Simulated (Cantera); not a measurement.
A perfectly stirred reactor is fed with CH₄ : H₂ : O₂ = 0.0024 : 0.33 : 0.0095 (molar parts), equivalence ratio 18, at 0.00987 atm; it is held at 2898 K, and followed from long to short residence time.

Detailed kinetics in Cantera: GRI-Mech 3.0 (53 species, 325 reactions). Radical loss at walls, strong at low pressure, is not modelled. The temperature is held fixed by assumption; the heat of reaction is taken as removed at once.

x: mole fraction; the columns are a selection and need not sum to one.

```json
[
 {"τ (s)": "1.4", "x CH₄": "4.48e-9", "x H₂": "0.393", "x O₂": "0.000140", "x CH₂O": "1.38e-10", "x O": "0.00738", "x C₂H": "<1e-12"},
 {"τ (s)": "0.57", "x CH₄": "1.52e-8", "x H₂": "0.470", "x O₂": "0.000100", "x CH₂O": "4.33e-10", "x O": "0.00489", "x C₂H": "<1e-12"},
 {"τ (s)": "0.24", "x CH₄": "6.79e-8", "x H₂": "0.579", "x O₂": "5.35e-5", "x CH₂O": "1.82e-9", "x O": "0.00247", "x C₂H": "1.08e-11"},
 {"τ (s)": "0.098", "x CH₄": "5.94e-7", "x H₂": "0.704", "x O₂": "2.28e-5", "x CH₂O": "1.29e-8", "x O": "0.000887", "x C₂H": "4.70e-10"},
 {"τ (s)": "0.041", "x CH₄": "___", "x H₂": "0.798", "x O₂": "2.16e-5", "x CH₂O": "___", "x O": "___", "x C₂H": "___"},
 {"τ (s)": "0.017", "x CH₄": "8.10e-5", "x H₂": "0.847", "x O₂": "6.00e-5", "x CH₂O": "4.36e-7", "x O": "0.000120", "x C₂H": "5.73e-7"},
 {"τ (s)": "0.0070", "x CH₄": "0.000312", "x H₂": "0.866", "x O₂": "0.000179", "x CH₂O": "1.13e-6", "x O": "7.70e-5", "x C₂H": "3.24e-6"},
 {"τ (s)": "0.0029", "x CH₄": "___", "x H₂": "0.876", "x O₂": "___", "x CH₂O": "___", "x O": "6.40e-5", "x C₂H": "6.85e-6"},
 {"τ (s)": "0.0012", "x CH₄": "0.00137", "x H₂": "0.883", "x O₂": "0.00131", "x CH₂O": "3.34e-6", "x O": "6.37e-5", "x C₂H": "7.37e-6"},
 {"τ (s)": "0.00050", "x CH₄": "0.00223", "x H₂": "0.892", "x O₂": "0.00334", "x CH₂O": "4.72e-6", "x O": "7.63e-5", "x C₂H": "4.49e-6"},
 {"τ (s)": "0.00021", "x CH₄": "0.00334", "x H₂": "0.907", "x O₂": "0.00817", "x CH₂O": "6.22e-6", "x O": "0.000101", "x C₂H": "1.31e-6"}
]
```

**Question.** Fill in the missing entries.

**Answer.** 
- 0.041, x CH₄: 8.72e-6
- 0.041, x CH₂O: 9.61e-8
- 0.041, x O: 0.000287
- 0.041, x C₂H: 2.61e-8
- 0.0029, x CH₄: 0.000734
- 0.0029, x O₂: 0.000492
- 0.0029, x CH₂O: 2.12e-6
